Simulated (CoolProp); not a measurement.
Vapour-liquid equilibrium of R227EA (1) + n-butane (2) at 4.38 bar; x and y are mole fractions of (1).

The numbers come from the multi-fluid Helmholtz-energy mixture model, Lemmon 2016 and Bücker 2006; pair parameters Bell 2016 in CoolProp.

### Question
Give the bubble temperature and the first vapour's composition at x = 0.35, 0.65, 0.8. Is there an azeotrope?

### Answer
x = 0.35: 294.9 K, y = 0.577; x = 0.65: 293.0 K, y = 0.674; x = 0.8: 293.3 K, y = 0.757. y crosses x between x = 0.65 and 0.8: the model has an azeotrope there.

The pair parameters rest on a limited set of measurements; away from them the model extrapolates. With so large a gap from Raoult's law the liquid may split in two, which this calculation doesn't test in full.
